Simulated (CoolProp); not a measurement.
Vapour-liquid equilibrium of R227EA (1) + isobutene (2) at 208.9 K; x and y are mole fractions of (1).

Values from CoolProp's multi-fluid Helmholtz-energy mixture model, Lemmon 2016 and Lemmon 2005; pair parameters Bell 2016.

```
x     bubble pressure (kPa)  y at the bubble point  dew pressure at overall composition x (kPa)  liquid density (mol/L)
----  ---------------------  ---------------------  -------------------------------------------  ----------------------
0.05                    [?]                  0.272                                        5.434                     [?]
0.2                   8.862                    [?]                                        6.305                   11.67
0.35                    [?]                  0.536                                        7.470                   11.27
0.5                   9.386                  0.556                                        8.966                   10.92
0.65                  9.369                  0.587                                        9.099                   10.60
0.8                   9.030                    [?]                                          [?]                   10.32
0.95                  7.823                  0.864                                        7.348                   10.07
```

Problem. Some entries are withheld; supply them.

Solution. 
- 0.05, bubble pressure (kPa): 6.821
- 0.05, liquid density (mol/L): 12.11
- 0.2, y at the bubble point: 0.490
- 0.35, bubble pressure (kPa): 9.294
- 0.8, y at the bubble point: 0.663
- 0.8, dew pressure at overall composition x (kPa): 8.202

y crosses x between x = 0.5 and 0.65: the model has an azeotrope there.

Pair parameters are fitted to limited data, so mixtures are less certain than the pure fluids. With so large a gap from Raoult's law the liquid may split in two, which this calculation doesn't test in full.
